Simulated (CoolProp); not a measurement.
Model: reference Helmholtz-energy equation of state, Zhou 2011, in CoolProp.

Question: Give the vapour pressure (bar), liquid density (kg/m³), vapour density (kg/m³), surface tension (mN/m) of saturated dimethyl carbonate at 78.85, 96.65, 123.35 °C.

Answer: 
| T (°C) | p (bar) | liquid density (kg/m³) | vapour density (kg/m³) | surface tension (mN/m) |
|---|---|---|---|---|
| 78.85 | 0.698 | 990 | 2.20 | 20.6 |
| 96.65 | 1.24 | 965 | 3.77 | 18.1 |
| 123.35 | 2.63 | 925 | 7.64 | 14.6 |

Surface tension comes from a separate correlation (Mulero 2014).
